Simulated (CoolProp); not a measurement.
Properties of tetrahydrofuran along the isobar 2570 kPa (Tc = 540.2 K, pc = 5304 kPa, ω = 0.234).

Computed with CoolProp (reference Helmholtz-energy equation of state, Fiedler 2023).

```csv
T (K),phase,density (kg/m³),cp (kJ/(kg K)),cv (kJ/(kg K)),isothermal compressibility (1/MPa),expansivity (1/kK),fugacity coefficient
430.7,liquid,722.1,2.308,1.663,0.003858,2.043,0.3463
439.8,liquid,708.4,2.362,1.695,0.004433,2.183,0.4013
449,liquid,693.8,2.422,1.727,0.005171,2.356,0.4619
458.2,liquid,678.2,2.489,1.759,0.006136,2.575,0.5271
467.3,liquid,661.7,2.567,1.791,0.007434,2.857,0.5960
476.5,liquid,643.5,2.662,1.823,0.009318,3.249,0.6698
485.7,liquid,623.0,2.788,1.856,0.01226,3.829,0.7474
494.9,gas,63.26,2.264,1.784,0.6213,6.173,0.7821
504,gas,60.04,2.226,1.809,0.5823,5.378,0.7952
513.2,gas,57.30,2.207,1.835,0.5539,4.795,0.8073
522.4,gas,54.94,2.199,1.861,0.5323,4.349,0.8184
531.5,gas,52.90,2.199,1.887,0.5154,3.998,0.8286
```
